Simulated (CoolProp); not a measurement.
Vapour-liquid equilibrium of R134a (1) + methanol (2) at 234.5 K; x and y are mole fractions of (1).

Computed with CoolProp (multi-fluid Helmholtz-energy mixture model, Tillner-Roth 1994 and de Reuck 1993; pair parameters Bell 2016).

```json
[
 {"x": "0.05", "bubble pressure, mixture model (kPa)": "13.33", "bubble pressure, Raoult's law (kPa)": "2.962", "y, mixture model": "0.983", "y, Raoult's law": "0.927"},
 {"x": "0.2", "bubble pressure, mixture model (kPa)": "30.51", "bubble pressure, Raoult's law (kPa)": "11.17", "y, mixture model": "0.993", "y, Raoult's law": "0.984"},
 {"x": "0.35", "bubble pressure, mixture model (kPa)": "35.56", "bubble pressure, Raoult's law (kPa)": "19.38", "y, mixture model": "0.994", "y, Raoult's law": "0.992"},
 {"x": "0.5", "bubble pressure, mixture model (kPa)": "38.24", "bubble pressure, Raoult's law (kPa)": "27.58", "y, mixture model": "0.995", "y, Raoult's law": "0.996"},
 {"x": "0.65", "bubble pressure, mixture model (kPa)": "41.37", "bubble pressure, Raoult's law (kPa)": "35.79", "y, mixture model": "0.996", "y, Raoult's law": "0.998"},
 {"x": "0.8", "bubble pressure, mixture model (kPa)": "45.89", "bubble pressure, Raoult's law (kPa)": "44.00", "y, mixture model": "0.997", "y, Raoult's law": "0.999"},
 {"x": "0.95", "bubble pressure, mixture model (kPa)": "52.30", "bubble pressure, Raoult's law (kPa)": "52.21", "y, mixture model": "0.999", "y, Raoult's law": "1.000"}
]
```

The largest gap from Raoult's law is +350.0 % in bubble pressure, at x = 0.05. No azeotrope shows between x = 0.05 and 0.95.

The pair parameters rest on a limited set of measurements; away from them the model extrapolates. With so large a gap from Raoult's law the liquid may split in two, which this calculation doesn't test in full.
